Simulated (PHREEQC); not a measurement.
0.027 g of hydrous ferric oxide (600 m²/g; 0.2 weak and 0.005 strong sites per Fe, Dzombak-Morel constants, diffuse double layer) in 1 kg of water with 0.3 mol/kgw of an inert sodium salt and 4.2e-07 mol/kgw PbCl2, at 25 °C; the pH is set by adding NaOH or the inert anion's acid. Oxygen alone is held at its pressure in air (log pO2 = -0.68). The system is closed to CO2. Precipitation was switched off in this run.

The numbers come from PHREEQC with the ion-association model, wateq4f.dat.

Q: Predict surface charge σ (C/m²), surface potential ψ (mV) at pH = 6, 7, 8.5, 9.

A: 
```csv
pH,surface charge σ (C/m²),surface potential ψ (mV)
6,0.155,83
7,0.067,47
8.5,-0.021,-16
9,-0.050,-37
```

Species that the database lacks are ignored. The oxide is taken as insoluble; below pH 4 it would dissolve.
